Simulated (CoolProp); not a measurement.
A Linde-Hampson liquefier for CF4 (R14): isothermal reversible compression at 300 K from 1 atm to 5 MPa, throttling to 1 atm, return gas leaving the recuperator 5 K below the feed. Each further row changes one setting.

Values from CoolProp's reference Helmholtz-energy equation of state, Platzer 1990. This equation is an older, rougher fit; its heat capacities, sound speeds and derivatives of the liquid may be far off and weren't checked against measurements.

```
case                        liquid yield per pass  compression work (kJ/kg of gas)
--------------------------  ---------------------  -------------------------------
as stated                                   0.075                              106
high pressure 10 MPa                        0.172                              121
warm-end temperature 330 K                  0.051                              118
warm-end gap 10 K                           0.060                              106
```
